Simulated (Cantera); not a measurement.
**Thermodynamics of carbothermic reduction, feed CuO + CO + N2**

Charge: 1 mol CuO, 8.8 mol CO, 4.3 mol N2, equilibrated at 1348 K and 100000 Pa.

Method: chemical equilibrium by Gibbs-energy minimisation in Cantera with the NASA 1993 tables (ideal gas, pure condensed phases). Candidate condensed phases: C, Cu, CuO, Cu2O; 27 gas species. The numbers say what is thermodynamically allowed, not how fast it happens.

```yaml
x(CO): 0.595
x(N2): 0.328
x(CO2): 0.0763
n(Cu(s)): 1.000 mol
gas_amount: 13.10 mol
log10 activity of C(graphite) (absent): -1.86
```
